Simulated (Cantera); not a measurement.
An adiabatic, constant-volume homogeneous reactor starts with CO : H2 : O2 : N2 = 1 : 0.28 : 1.41 : 5.29 (molar parts), at 1000 K and 760 Torr.

Detailed kinetics in Cantera: GRI-Mech 3.0 (53 species, 325 reactions).

One state of this run: T (K) = 2404; P (bar) = 2.25; x CO = 0.00599; x H2 = 0.000277; x O2 = 0.0992; x H2O2 = 9.54e-8; x O = 0.00187; x NO2 = 1.28e-5; x NO = 0.0126. x: mole fraction; the columns are a selection and need not sum to one.

Question: Which value of t (s) does it belong to?
A. 8.46e-6
B. 3.00e-6
C. 6.72e-5
D. 2.13

Answer: D, 2.13
